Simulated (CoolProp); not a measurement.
A simple Rankine cycle with n-nonane: condensing at 333.15 K, boiler at 0.908 MPa, turbine inlet 546.4 K, turbine efficiency 0.9, pump efficiency 0.6, no recuperator. Each further row changes one setting.

Model: reference Helmholtz-energy equation of state, Lemmon 2006, in CoolProp. It is a short technical equation, of lower accuracy than the large ones.

```json
[
 {"case": "as stated", "thermal efficiency (%)": "19.0", "net work (kJ/kg)": "150", "heat in (kJ/kg)": "790", "turbine exit temperature (K)": "473.9", "volume ratio over the turbine": "259"},
 {"case": "turbine inlet 566.4 K", "thermal efficiency (%)": "18.6", "net work (kJ/kg)": "157", "heat in (kJ/kg)": "848", "turbine exit temperature (K)": "494.8", "volume ratio over the turbine": "248"},
 {"case": "condensing temperature 325.15 K", "thermal efficiency (%)": "19.9", "net work (kJ/kg)": "161", "heat in (kJ/kg)": "808", "turbine exit temperature (K)": "469.5", "volume ratio over the turbine": "382"},
 {"case": "boiler pressure 0.636 MPa", "thermal efficiency (%)": "18.0", "net work (kJ/kg)": "144", "heat in (kJ/kg)": "802", "turbine exit temperature (K)": "…", "volume ratio over the turbine": "166"},
 {"case": "turbine efficiency 0.8", "thermal efficiency (%)": "16.8", "net work (kJ/kg)": "133", "heat in (kJ/kg)": "790", "turbine exit temperature (K)": "…", "volume ratio over the turbine": "…"}
]
```

**Question.** Some entries are withheld; supply them.

**Answer.** 
- boiler pressure 0.636 MPa, turbine exit temperature (K): 481.5
- turbine efficiency 0.8, turbine exit temperature (K): 480.9
- turbine efficiency 0.8, volume ratio over the turbine: 263
